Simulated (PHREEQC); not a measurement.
1 kg of water holding 0.052 mol Na2SO4 and 0.0034 mol K2SO4 is evaporated at 60 °C; the solids stay in contact with the brine. The system is closed to CO2. The run lets Arcanite, Glaserite, Mirabilite, Misenite, Thenardite precipitate or redissolve, and no other solid.

The series has 28 steps of water left (kg), from 1 to 0.005012.

All values are PHREEQC results (Pitzer model, pitzer.dat), not measurements.

Q: Which solids form, in which order, and at which step of the series does each first stand?

A: Thenardite from water left = 0.01337 kg.

Constants without temperature data keep their 25 °C values here.
